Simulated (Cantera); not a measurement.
Nitride etching: Si3N4 + NF3 + N2

Feed: 1 mol Si3N4, 18 mol NF3, 4.3 mol N2, equilibrated at 9.00e-5 bar.

Cantera equilibrium calculation (NASA polynomials, part measured and part estimated; ideal gas, pure solids and liquids). Candidate condensed phases: Si, Si3N4; 16 gas species. The tables' values for SiF3 are old estimates; treat these amounts as uncertain. Equilibrium is a limit: real reactors are often held back by kinetics, nucleation or transport.

```csv
T (°C),x F,x F2,x N2,x SiF4
450,0.153,0.415,0.359,0.0707
650,0.668,0.0218,0.259,0.0508
850,0.696,0.000514,0.254,0.0498
1050,0.696,3.51e-5,0.254,0.0498
1250,0.697,4.80e-6,0.254,0.0498
1450,0.697,1.03e-6,0.254,0.0498
1650,0.697,3.05e-7,0.254,0.0497
1850,0.697,1.13e-7,0.254,0.0495
```
x: gas mole fraction; nothing condenses.

From 450 °C to 1850 °C nothing is condensed. The main Si-bearing gas is SiF4 throughout.
